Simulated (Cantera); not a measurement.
A perfectly stirred reactor is fed with H2 : O2 : N2 = 0.71 : 1 : 0.95 (molar parts), equivalence ratio 0.35, at 750 Torr; it is held at 1375 K, and followed from long to short residence time.

Computed with Cantera and the H2/O2 subset of GRI-Mech 3.0, which has no nitrogen chemistry. The temperature is held fixed by assumption; the heat of reaction is taken as removed at once.

### Question
Predict: x(H2) at τ = 6.80 s; x(O2) at τ = 6.80 s; x(O) at τ = 6.80 s; x(OH) at τ = 6.80 s; x(H) at τ = 6.80 s; x(H2) at τ = 0.140 s; x(O2) at τ = 0.140 s; x(O) at τ = 0.140 s; x(OH) at τ = 0.140 s; x(H) at τ = 0.140 s.

### Answer
```
Property                Result
--------------------  --------
x(H2) at τ = 6.80 s    1.44e-5
x(O2) at τ = 6.80 s      0.280
x(O) at τ = 6.80 s     3.00e-6
x(OH) at τ = 6.80 s   0.000130
x(H) at τ = 6.80 s     6.31e-8
x(H2) at τ = 0.140 s  0.000196
x(O2) at τ = 0.140 s     0.280
x(O) at τ = 0.140 s    4.15e-5
x(OH) at τ = 0.140 s  0.000453
x(H) at τ = 0.140 s    2.97e-6
```
